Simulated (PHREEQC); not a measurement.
## Alkaline etch or developer (model solution)

Dissolve 0.15 mol/kgw KOH, 0.0072 mol/kgw CO2 and 0.023 mol/kgw K2CO3 at 85 °C. Closed to the air; pH follows from the charge balance.

Model: ion-association model, phreeqc.dat, run in PHREEQC.

Each row changes one thing in this solution. No solid was allowed to form.

| case | pH | ionic strength (mol/kgw) | HCO3- (mol/kgw) | CO2 (mol/kgw) |
|---|---|---|---|---|
| as made | 11.46 | 0.226 | 0.000508 | 2.76e-9 |
| K2CO3 replaced by K3PO4 at the same molality | 11.46 | 0.282 | 0.000113 | 5.87e-10 |
| KOH from 0.15 to 0.015 mol/kgw | 10.28 | ? | 0.00752 | 6.85e-7 |
| K2CO3 left out | 11.47 | ? | 0.000128 | 6.98e-10 |
| KOH from 0.15 to 0.225 mol/kgw | 11.63 | 0.301 | 0.000316 | 1.10e-9 |

Question: Some entries are withheld; supply them.

Answer: 
- KOH from 0.15 to 0.015 mol/kgw, ionic strength (mol/kgw): 0.0837
- K2CO3 left out, ionic strength (mol/kgw): 0.157

Complexes and solids missing from the database can't appear. Constants without temperature data keep their 25 °C values here.
